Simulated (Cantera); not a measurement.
Equilibrium for silicon oxide and oxynitride deposition: SiH4 + H2O + NO

Feed: 1 mol SiH4, 11 mol H2O, 22 mol NO, at 1.00 bar.

Equilibrium computed with Cantera from the NASA thermochemical tables; the gas is ideal and each condensed phase is pure. Candidate condensed phases: H2O, Si, SiO2, Si2N2O, Si3N4; 35 gas species. The tables hold silica as quartz up to 1696 K and as liquid above; real silica turns to tridymite and cristobalite and melts near 1996 K. Gases not in the tables: Si(OH)4. Rates play no part.

From 1125 K to 1625 K the condensed part is SiO2(β-quartz). From 1725 K to 1825 K the condensed part is SiO2(condensed).

| T (K) | x H2O | x N2 | x O2 | x NO | n SiO2(β-quartz) | n SiO2(condensed) |
|---|---|---|---|---|---|---|
| 1125 | 0.394 | 0.333 | 0.273 | 7.87e-5 | 1.00 | 0 |
| 1225 | 0.394 | 0.333 | 0.273 | 0.000175 | 1.00 | 0 |
| 1325 | 0.394 | 0.333 | 0.273 | 0.000344 | 1.00 | 0 |
| 1425 | 0.394 | 0.333 | 0.272 | 0.000616 | 1.00 | 0 |
| 1525 | 0.394 | 0.333 | 0.272 | 0.00102 | 1.00 | 0 |
| 1625 | 0.394 | 0.332 | 0.272 | 0.00159 | 1.00 | 0 |
| 1725 | 0.393 | 0.332 | 0.271 | 0.00235 | 0 | 1.00 |
| 1825 | 0.393 | 0.332 | 0.270 | 0.00333 | 0 | 1.00 |
x: gas mole fraction; n: condensed amount in mol.
